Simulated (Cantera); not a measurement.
A perfectly stirred reactor is fed with CH3OH : O2 : N2 = 0.028 : 0.0022 : 1 (molar parts), equivalence ratio 19, at 1.00 atm; it is held at 1500 K, and followed from long to short residence time.

Detailed kinetics in Cantera: GRI-Mech 3.0 (53 species, 325 reactions). GRI-Mech 3.0 was tuned for natural gas; its chemistry of methanol as a main component is partial and can be far from experiment.

What does this change do: N2 1 to 0.41 parts?


| quantity | before | after |
|---|---|---|
| x(CH3OH) at τ = 2.90 s | 4.92e-6 | 7.64e-6 |
| x(O2) at τ = 2.90 s | 1.07e-5 | 1.58e-5 |
| x(H) at τ = 2.90 s | 1.18e-5 | 1.73e-5 |
| x(C2H) at τ = 2.90 s | 2.62e-11 | 2.96e-11 |
| x(CH2CO) at τ = 2.90 s | 2.82e-8 | 4.12e-8 |
| x(CH3OH) at τ = 30.0 ms | 8.05e-5 | 0.000154 |
| x(O2) at τ = 30.0 ms | 0.000141 | 0.000238 |
| x(H) at τ = 30.0 ms | 7.01e-5 | 8.32e-5 |
| x(C2H) at τ = 30.0 ms | 8.48e-11 | 8.79e-11 |
| x(CH2CO) at τ = 30.0 ms | 1.79e-7 | 3.35e-7 |

What does this change do: pressure from 1.00 atm to 4.44 atm?


```
quantity                   before     after
-----------------------  --------  --------
x(CH3OH) at τ = 2.90 s    4.92e-6   4.89e-6
x(O2) at τ = 2.90 s       1.07e-5   9.68e-6
x(H) at τ = 2.90 s        1.18e-5   2.58e-6
x(C2H) at τ = 2.90 s     2.62e-11  1.40e-11
x(CH2CO) at τ = 2.90 s    2.82e-8   5.62e-8
x(CH3OH) at τ = 30.0 ms   8.05e-5   5.15e-5
x(O2) at τ = 30.0 ms     0.000141   8.70e-5
x(H) at τ = 30.0 ms       7.01e-5   2.48e-5
x(C2H) at τ = 30.0 ms    8.48e-11  1.47e-11
x(CH2CO) at τ = 30.0 ms   1.79e-7   1.34e-7
```

What does this change do: temperature 1500 to 925 K?


```json
[
 {"quantity": "x(CH3OH) at τ = 2.90 s", "before": "4.92e-6", "after": "0.00202"},
 {"quantity": "x(O2) at τ = 2.90 s", "before": "1.07e-5", "after": "8.64e-6"},
 {"quantity": "x(H) at τ = 2.90 s", "before": "1.18e-5", "after": "1.39e-7"},
 {"quantity": "x(C2H) at τ = 2.90 s", "before": "2.62e-11", "after": "<1e-12"},
 {"quantity": "x(CH2CO) at τ = 2.90 s", "before": "2.82e-8", "after": "8.20e-7"},
 {"quantity": "x(CH3OH) at τ = 30.0 ms", "before": "8.05e-5", "after": "0.0272"},
 {"quantity": "x(O2) at τ = 30.0 ms", "before": "0.000141", "after": "0.00214"},
 {"quantity": "x(H) at τ = 30.0 ms", "before": "7.01e-5", "after": "<1e-12"},
 {"quantity": "x(C2H) at τ = 30.0 ms", "before": "8.48e-11", "after": "<1e-12"},
 {"quantity": "x(CH2CO) at τ = 30.0 ms", "before": "1.79e-7", "after": "<1e-12"}
]
```
